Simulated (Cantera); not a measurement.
A perfectly stirred reactor is fed with NH3 : N2 = 1 : 2.4 (molar parts), at 21.0 Torr; it is held at 2325 K, and followed from long to short residence time.

Detailed kinetics in Cantera: the gas-phase N/H chemistry of the illustrative SiF4/NH3 mechanism in the Surface Chemkin manual (1991). Walls and surfaces, which speed up NH3 decomposition in real reactors, are not modelled.

```tsv
quantity	before	after
x(NH3) at τ = 7.10 s	0.000367	0.000308
x(N2H4) at τ = 7.10 s	1.45e-12	<1e-12
x(H) at τ = 7.10 s	0.00942	0.00619
x(N2H2) at τ = 7.10 s	1.30e-8	9.35e-9
x(NH) at τ = 7.10 s	1.93e-5	1.57e-5
x(NH3) at τ = 34.0 ms	0.168	0.103
x(N2H4) at τ = 34.0 ms	3.97e-9	2.23e-9
x(H) at τ = 34.0 ms	0.000476	0.000381
x(N2H2) at τ = 34.0 ms	4.58e-6	2.82e-6
x(NH) at τ = 34.0 ms	8.17e-5	7.09e-5
```

Name the change that produced these shifts.
A. NH3 1 to 0.18 parts
B. NH3 1 to 0.52 parts
C. temperature 2325 to 1748 K
D. NH3 1 to 1.7 parts

B, NH3 1 to 0.52 parts
